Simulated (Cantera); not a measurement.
# Adiabatic ignition

An adiabatic, constant-pressure homogeneous reactor starts with 4.20 % CH₄, 1.09 % H₂, 19.9 % O₂, 74.8 % N₂, at 1050 K and 1400000 Pa.

Detailed kinetics in Cantera: GRI-Mech 3.0 (53 species, 325 reactions). The pressure lies above the range GRI-Mech 3.0 was tuned for (to about 10 atm).

| t (s) | T (K) | x CH₄ | x H₂ | x O₂ | x O | x C₂H | x CH₂CO |
|---|---|---|---|---|---|---|---|
| 3.00e-6 | 1050 | 0.0420 | 0.0109 | 0.199 | 2.05e-12 | <1e-12 | <1e-12 |
| 9.90e-6 | 1050 | 0.0420 | 0.0109 | 0.199 | 3.07e-12 | <1e-12 | <1e-12 |
| 3.27e-5 | 1050 | 0.0420 | 0.0109 | 0.199 | 5.69e-12 | <1e-12 | <1e-12 |
| 0.000108 | 1050 | 0.0420 | 0.0109 | 0.199 | 1.03e-11 | <1e-12 | <1e-12 |
| 0.000356 | 1050 | 0.0420 | 0.0109 | 0.199 | 2.15e-11 | <1e-12 | <1e-12 |
| 0.00117 | 1050 | 0.0420 | 0.0109 | 0.199 | 1.42e-10 | <1e-12 | <1e-12 |
| 0.00387 | 1054 | 0.0417 | 0.0107 | 0.198 | 8.68e-9 | <1e-12 | 3.70e-10 |
| 0.0128 | 2028 | <1e-12 | 2.75e-5 | 0.110 | 7.38e-5 | <1e-12 | <1e-12 |
| 0.0422 | 2028 | <1e-12 | 2.74e-5 | 0.109 | 7.34e-5 | <1e-12 | <1e-12 |
| 0.139 | 2026 | <1e-12 | 2.71e-5 | 0.109 | 7.22e-5 | <1e-12 | <1e-12 |
| 0.459 | 2021 | <1e-12 | 2.63e-5 | 0.108 | 6.94e-5 | <1e-12 | <1e-12 |
| 1.52 | 2016 | <1e-12 | 2.55e-5 | 0.107 | 6.66e-5 | <1e-12 | <1e-12 |
| 5.00 | 2016 | <1e-12 | 2.54e-5 | 0.107 | 6.63e-5 | <1e-12 | <1e-12 |
x: mole fraction; the columns are a selection and need not sum to one.

```yaml
time_of_steepest_temperature_rise: 6.46 ms
temperature at 5.00 s: 2016 K
equilibrium_temperature: 2016 K
x(CH₄) at 5.00 s: <1e-12 (gas-phase equilibrium <1e-12)
x(H₂) at 5.00 s: 2.54e-5 (gas-phase equilibrium 2.54e-5)
x(O₂) at 5.00 s: 0.107 (gas-phase equilibrium 0.107)
```
